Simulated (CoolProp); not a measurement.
R236FA along the isobar 0.101 MPa: Z from the reference equation and from simpler models built on Tc = 124.9 °C, pc = 3.191 MPa, ω = 0.377; each cubic takes its own stable root.

Values from CoolProp's reference Helmholtz-energy equation of state, Pan 2012.

```json
[
 {"T (°C)": "-81.25", "phase": "liquid", "reference": "0.005746"},
 {"T (°C)": "-58.15", "phase": "liquid", "reference": "0.005329"},
 {"T (°C)": "-34.95", "phase": "liquid", "reference": "0.005014"},
 {"T (°C)": "-11.85", "phase": "liquid", "reference": "0.004782"},
 {"T (°C)": "11.25", "phase": "gas", "reference": "0.9612"},
 {"T (°C)": "34.35", "phase": "gas", "reference": "0.9711"},
 {"T (°C)": "57.45", "phase": "gas", "reference": "0.9780"},
 {"T (°C)": "80.65", "phase": "gas", "reference": "0.9829"},
 {"T (°C)": "103.75", "phase": "gas", "reference": "0.9864"},
 {"T (°C)": "126.85", "phase": "gas", "reference": "0.9891"}
]
```

Q: How far does each simpler model (van der Waals, Redlich-Kwong, Soave-Redlich-Kwong, Peng-Robinson) lie from the reference over these 10 states: mean and median of the absolute difference, and the worst?

A: 
- van der Waals: mean 5748.2 %, median 1.5 %, worst +20276.4 % at -11.85 °C and 0.101 MPa
- Redlich-Kwong: mean 2011.6 %, median 0.9 %, worst +20065.2 % at -11.85 °C and 0.101 MPa
- Soave-Redlich-Kwong: mean 4.6 %, median 0.5 %, worst +12.5 % at -81.25 °C and 0.101 MPa
- Peng-Robinson: mean 0.6 %, median 0.1 %, worst -2.2 % at -11.85 °C and 0.101 MPa

At some of these states van der Waals, Redlich-Kwong gives the other phase, because its saturation line lies elsewhere.
